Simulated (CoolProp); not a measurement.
Vapour-liquid equilibrium of nitrogen (1) + carbon monoxide (2) at -167.05 °C; x and y are mole fractions of (1).

The numbers come from the multi-fluid Helmholtz-energy mixture model, Span 2000 and Lemmon 2006; pair parameters Gernert 2013 in CoolProp.

```json
[
 {"x": "0.05", "bubble pressure, mixture model (MPa)": "0.8512", "bubble pressure, Raoult's law (MPa)": "0.8492", "y, mixture model": "___", "y, Raoult's law": "0.068"},
 {"x": "0.125", "bubble pressure, mixture model (MPa)": "0.8789", "bubble pressure, Raoult's law (MPa)": "0.8738", "y, mixture model": "___", "y, Raoult's law": "0.166"},
 {"x": "0.2", "bubble pressure, mixture model (MPa)": "0.9064", "bubble pressure, Raoult's law (MPa)": "0.8983", "y, mixture model": "0.250", "y, Raoult's law": "0.258"},
 {"x": "0.275", "bubble pressure, mixture model (MPa)": "___", "bubble pressure, Raoult's law (MPa)": "0.9229", "y, mixture model": "0.334", "y, Raoult's law": "0.346"},
 {"x": "0.35", "bubble pressure, mixture model (MPa)": "0.9606", "bubble pressure, Raoult's law (MPa)": "0.9475", "y, mixture model": "0.414", "y, Raoult's law": "0.429"},
 {"x": "0.425", "bubble pressure, mixture model (MPa)": "0.9869", "bubble pressure, Raoult's law (MPa)": "0.9721", "y, mixture model": "___", "y, Raoult's law": "0.507"},
 {"x": "0.5", "bubble pressure, mixture model (MPa)": "1.013", "bubble pressure, Raoult's law (MPa)": "0.9966", "y, mixture model": "0.564", "y, Raoult's law": "0.582"},
 {"x": "0.575", "bubble pressure, mixture model (MPa)": "1.037", "bubble pressure, Raoult's law (MPa)": "1.021", "y, mixture model": "0.634", "y, Raoult's law": "0.653"},
 {"x": "0.65", "bubble pressure, mixture model (MPa)": "1.061", "bubble pressure, Raoult's law (MPa)": "1.046", "y, mixture model": "0.701", "y, Raoult's law": "0.721"},
 {"x": "0.725", "bubble pressure, mixture model (MPa)": "1.085", "bubble pressure, Raoult's law (MPa)": "1.070", "y, mixture model": "0.767", "y, Raoult's law": "0.786"},
 {"x": "0.8", "bubble pressure, mixture model (MPa)": "1.107", "bubble pressure, Raoult's law (MPa)": "1.095", "y, mixture model": "0.831", "y, Raoult's law": "0.848"},
 {"x": "0.875", "bubble pressure, mixture model (MPa)": "___", "bubble pressure, Raoult's law (MPa)": "1.119", "y, mixture model": "0.894", "y, Raoult's law": "0.907"},
 {"x": "0.95", "bubble pressure, mixture model (MPa)": "1.148", "bubble pressure, Raoult's law (MPa)": "1.144", "y, mixture model": "0.958", "y, Raoult's law": "0.964"}
]
```

Fill in the missing entries.


- 0.05, y, mixture model: 0.066
- 0.125, y, mixture model: 0.160
- 0.275, bubble pressure, mixture model (MPa): 0.9337
- 0.425, y, mixture model: 0.491
- 0.875, bubble pressure, mixture model (MPa): 1.128

The largest gap from Raoult's law is +1.6 % in bubble pressure, at x = 0.5. No azeotrope shows between x = 0.05 and 0.95.

The pair parameters rest on a limited set of measurements; away from them the model extrapolates.
